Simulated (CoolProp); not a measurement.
Vapour-liquid equilibrium of carbon dioxide (1) + CH3F (R41) (2) at 260.1 K; x and y are mole fractions of (1).

Model: multi-fluid Helmholtz-energy mixture model, Span 1996 and Lemmon 2006; pair parameters Bell 2016, in CoolProp.

```
x     bubble pressure, mixture model (kPa)  bubble pressure, Raoult's law (kPa)  y, mixture model  y, Raoult's law
----  ------------------------------------  -----------------------------------  ----------------  ---------------
0.05                                  1456                                 1459             0.073            0.083
0.15                                  1549                                 1560             0.207            0.233
0.25                                  1640                                 1662             0.329            0.365
0.35                                  1732                                 1764             0.440            0.481
0.45                                  1826                                 1866             0.545            0.585
0.55                                  1923                                 1968             0.642            0.678
0.65                                  2024                                 2070             0.733            0.762
0.75                                  2132                                 2171             0.818            0.838
0.85                                  2245                                 2273             0.896            0.907
0.95                                  2364                                 2375             0.967            0.970
```

The largest gap from Raoult's law is -2.3 % in bubble pressure, at x = 0.55. No azeotrope shows between x = 0.05 and 0.95.

The pair parameters rest on a limited set of measurements; away from them the model extrapolates.
